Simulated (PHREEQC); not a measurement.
Dissolve 0.89 mol/kgw NaCl and 0.47 mol/kgw CaCl2 at 85 °C. Closed to the air; pH follows from the charge balance.

Equilibrium calculation in PHREEQC: Pitzer model, pitzer.dat.

This is a speciation only: nothing precipitates in the calculation.

### Question
What activity of water does the model give?

### Answer
activity of water 0.945.

Away from 25 °C the constants follow the database's enthalpies or fits; those with neither stay at their 25 °C values.
